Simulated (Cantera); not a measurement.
Feed: 1 mol AlI3, 0.6 mol N2O, 130 mol H2, held at 2175 K and 0.0180 bar.

Cantera equilibrium calculation (NASA polynomials, part measured and part estimated; ideal gas, pure solids and liquids). Candidate condensed phases: Al, AlI3, AlN, Al2O3, H2O, I2; 41 gas species. The tables' values for AlOH are old estimates; treat these amounts as uncertain. Rates play no part.

Base state: H2 0.934, H 0.0352, I 0.0189, N2 0.00440, AlI 0.00211, Al 0.00199, H2O 0.00117, HI 0.000975 (mole fractions); condensed: Al2O3(s).

Question: What changes in the equilibrium state with this change: AlI3 replaced by AlBr3?

Answer: 
```csv
species,before,after
H2,0.934,0.935
H,0.0352,0.0352
HBr,0,0.0105
I,0.0189,0
Br,0,0.00682
AlBr,0,0.00480
AlI,0.00211,0
HI,0.000975,0
Al2O,0.000741,0.000209
Al,0.00199,0.000769
AlH,5.07e-5,1.96e-5
"Al2O3(s), mol",0.106,0.0858
```
Further candidate phases: AlBr3, Br2.
